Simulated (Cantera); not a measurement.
Cantera with NASA thermochemical tables; ideal gases at 1 bar, condensed phases pure. Values are per mole of reaction as written; species without (g) are pure solids or liquids, kept so even where they would boil at 1 bar.

6 H(g) + Cr2O3 ⇌ 2 Cr + 3 H2O(g)

| T (K) | ΔH° (kJ) | ΔS° (J/K) | ΔG° (kJ) | log10 K | condensed phases |
|---|---|---|---|---|---|
| 973 | -951.7 | -250.7 | -707.7 | 37.99 | Cr2O3(s), Cr(s) |
| 1173 | [?] | [?] | [?] | [?] | Cr2O3(s), Cr(s) |
| 1373 | [?] | [?] | [?] | [?] | Cr2O3(s), Cr(s) |
| 1573 | -979.9 | -274.0 | -548.9 | 18.23 | Cr2O3(s), Cr(s) |
| 1773 | -984.4 | -276.7 | -493.7 | 14.55 | Cr2O3(s), Cr(s) |
| 1973 | -986.5 | -277.9 | -438.3 | 11.60 | Cr2O3(s), Cr(s) |
| 2173 | -946.7 | -259.2 | -383.5 | 9.22 | Cr2O3(s), Cr(l) |
| 2373 | -951.9 | -261.5 | -331.4 | 7.30 | Cr2O3(s), Cr(l) |
| 2573 | -956.9 | -263.5 | -278.9 | 5.66 | Cr2O3(s), Cr(l) |
| 2773 | -1093.5 | -315.9 | -217.5 | 4.10 | Cr2O3(l), Cr(l) |
| 2973 | -1100.2 | -318.2 | -154.1 | 2.71 | Cr2O3(l), Cr(l) |

Complete the blanks.


- 1173, ΔH° (kJ): -963.6
- 1173, ΔS° (J/K): -261.9
- 1173, ΔG° (kJ): -656.4
- 1173, log10 K: 29.23
- 1373, ΔH° (kJ): -973.0
- 1373, ΔS° (J/K): -269.3
- 1373, ΔG° (kJ): -603.2
- 1373, log10 K: 22.95
